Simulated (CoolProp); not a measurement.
Vapour-liquid equilibrium of toluene (1) + m-xylene (2) at 0.0369 MPa; x and y are mole fractions of (1).

Computed with CoolProp (multi-fluid Helmholtz-energy mixture model, Lemmon 2006 and Zhou 2012; pair parameters Bell 2016).

```tsv
x	bubble temperature (K)	y at the bubble point	dew temperature at overall composition x (K)	liquid density (mol/L)
0.05	376.1	0.113	377.3	7.491
0.15	372.0	0.306	375.3	7.625
0.25	368.4	0.459	373.3	7.759
0.35	365.2	0.580	371.0	7.892
0.45	362.3	0.676	368.6	8.026
0.55	359.9	0.755	366.0	8.161
0.65	357.7	0.820	363.1	8.298
0.75	355.8	0.876	360.0	8.437
0.85	354.0	0.928	356.7	8.581
0.95	352.4	0.976	353.3	8.729
```

No azeotrope shows between x = 0.05 and 0.95.

Pair parameters are fitted to limited data, so mixtures are less certain than the pure fluids.
